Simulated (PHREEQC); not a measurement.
Dissolve 0.00058 mol Ca(NO3)2 per kg of water at 25 °C. Closed to the air; pH follows from the charge balance.

Computed with PHREEQC (ion-association model, phreeqc.dat).

* **ionic strength**: 0.00174 mol/kgw
* **specific conductance**: 145 µS/cm

```json
[
 {"species": "NO3-", "molality": "0.00116", "activity": "0.00111", "log γ": "-0.020"},
 {"species": "Ca+2", "molality": "0.000580", "activity": "0.000483", "log γ": "-0.079"},
 {"species": "H+", "molality": "1.06e-7", "activity": "1.01e-7", "log γ": "-0.019"},
 {"species": "OH-", "molality": "1.05e-7", "activity": "1.00e-7", "log γ": "-0.020"}
]
```

Precipitation was switched off in this run.
